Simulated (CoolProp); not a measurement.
Vapour-liquid equilibrium of R143a (1) + R134a (2) at 276.5 K; x and y are mole fractions of (1).

Model: multi-fluid Helmholtz-energy mixture model, Lemmon and Jacobsen 2000 and Tillner-Roth 1994; pair parameters Lemmon 2004, in CoolProp.

Q: Give the bubble pressure and the first vapour's composition at x = 0.05, 0.575, 0.65. Is there an azeotrope?

A: x = 0.05: 347.1 kPa, y = 0.092; x = 0.575: 530.9 kPa, y = 0.715; x = 0.65: 557.8 kPa, y = 0.774. No azeotrope shows between x = 0.05 and 0.95.

The pair parameters rest on a limited set of measurements; away from them the model extrapolates.
